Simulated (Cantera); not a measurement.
Feed: 1 mol Si, 16 mol HBr, 0.27 mol H2, equilibrated at 1427 °C and 7.50 Torr.

Cantera equilibrium calculation (NASA polynomials, part measured and part estimated; ideal gas, pure solids and liquids). Candidate condensed phases: Br2, Si; 19 gas species. The tables' values for SiBr3, SiBr are old estimates; treat these amounts as uncertain. The numbers say what is thermodynamically allowed, not how fast it happens.

Base state: HBr 0.666, H2 0.142, Br 0.134, SiBr2 0.0547, SiBr3 0.00197, SiBr4 0.000731, H 0.000555, Br2 0.000306 (mole fractions); condensed: gas only.

Question: What changes in the equilibrium state with this change: temperature from 1427 °C to 1002 °C?

Answer: 
```csv
species,before,after
HBr,0.666,0.788
H2,0.142,0.143
SiBr4,0.000731,0.0572
Br,0.134,0.00419
SiBr2,0.0547,0.00500
SiBr,4.16e-5,9.14e-9
H,0.000555,2.79e-6
```
The tables' values for SiBr3 are old estimates; treat these amounts as uncertain.
